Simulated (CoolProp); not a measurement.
Vapour-liquid equilibrium of propane (1) + R236EA (2) at 54.05 °C; x and y are mole fractions of (1).

Computed with CoolProp (multi-fluid Helmholtz-energy mixture model, Lemmon 2009 and Rui 2013; pair parameters Bell 2016).

```tsv
x	bubble pressure, mixture model (MPa)	bubble pressure, Raoult's law (MPa)	y, mixture model	y, Raoult's law
0.05	0.6969	0.5793	0.266	0.161
0.15	1.008	0.7150	0.503	0.392
0.25	1.240	0.8508	0.610	0.549
0.35	1.408	0.9866	0.671	0.663
0.45	1.533	1.122	0.713	0.749
0.55	1.630	1.258	0.749	0.817
0.65	1.712	1.394	0.784	0.872
0.75	1.783	1.530	0.826	0.916
0.85	1.841	1.665	0.879	0.954
0.95	1.871	1.801	0.952	0.986
```

The largest gap from Raoult's law is +45.7 % in bubble pressure, at x = 0.25. No azeotrope shows between x = 0.05 and 0.95.

The pair parameters rest on a limited set of measurements; away from them the model extrapolates.
